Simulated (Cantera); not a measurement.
A Cantera script and what it prints.

```python
import numpy as np
import cantera as ct

gas_names = """
    AL ALCL ALCL2 ALCL3 ALN ALO ALOCL ALO2 AL2 AL2CL6 AL2O AL2O2 CL CLO CL2 N NO NO2 NO3 N2 N2O O O2 O3
""".split()
cond_names = """
    AL(cr) AL(L) ALCL3(s) ALCL3(L) ALN(s) AL2O3(a) AL2O3(L)
""".split()


# ... load() reads the species with a 1 bar reference pressure and builds the phases ...
atoms = {
    'AlCl3': {'AL': 1, 'CL': 3},
    'O2': {'O': 2},
    'N2': {'N': 2},
}
top_T = {'ALN(s)': 2750}  # K; cautious upper limits of use, not melting points


# ... equilibrate(T, P, feed) seeds the gas with the atoms and calls Mixture.equilibrate('TP', solver="vcs", rtol=1e-11, max_steps=5000) ...
results = []
feed = {'AlCl3': 1, 'O2': 13, 'N2': 2}  # mol
P = 53  # Pa
for T in [1050, 1150, 1250, 1350, 1450, 1550, 1650, 1750, 1850, 1950, 2050]:
    mix = equilibrate(T, P, feed)
    results.append((T, P, feed, dict(zip(mix.species_names, mix.species_moles))))

top = {s: max(r[3][s] / sum(r[3][g] for g in gas_names) for r in results) for s in gas_names}
cols = sorted((s for s in top if top[s] > 1e-05), key=lambda s: -top[s])[:7]
seen = [c for c in cond_names if any(r[3].get(c, 0) > 1e-12 for r in results)]
print("log10 of partial pressures in bar; condensed amounts in mol")
print(f"{'T/K':>10s}" + "".join(f"{s[:9]:>10s}" for s in cols + seen))
for T, P, feed, n in results:
    ng = sum(n[g] for g in gas_names)
    print(f"{T:10.4g}" + "".join(f"{np.log10(max(n[s] / ng * P / 1e5, 1e-99)):10.3f}" for s in cols)
          + "".join(f"{n.get(c, 0):10.4g}" for c in seen))
```

Output:

```
log10 of partial pressures in bar; condensed amounts in mol
       T/K        O2        CL        N2       CL2         O        NO       CLO  AL2O3(a)
      1050    -3.387    -5.263    -4.174    -4.323   -10.868    -7.667    -8.219       0.5
      1150    -3.392    -4.756    -4.179    -4.389    -9.776    -7.277    -7.814       0.5
      1250    -3.402    -4.385    -4.190    -4.555    -8.861    -6.955    -7.531       0.5
      1350    -3.414    -4.164    -4.202    -4.889    -8.082    -6.684    -7.389       0.5
      1450    -3.421    -4.073    -4.209    -5.377    -7.408    -6.447    -7.365       0.5
      1550    -3.424    -4.046    -4.213    -5.909    -6.818    -6.237    -7.394       0.5
      1650    -3.425    -4.039    -4.215    -6.410    -6.299    -6.052    -7.437       0.5
      1750    -3.426    -4.037    -4.217    -6.864    -5.839    -5.888    -7.480       0.5
      1850    -3.429    -4.038    -4.219    -7.273    -5.429    -5.743    -7.521    0.4999
      1950    -3.434    -4.039    -4.224    -7.644    -5.063    -5.616    -7.561    0.4998
      2050    -3.445    -4.043    -4.230    -7.985    -4.734    -5.505    -7.603    0.4995
```

Method: chemical equilibrium by Gibbs-energy minimisation in Cantera with the NASA 1993 tables (ideal gas, pure condensed phases).
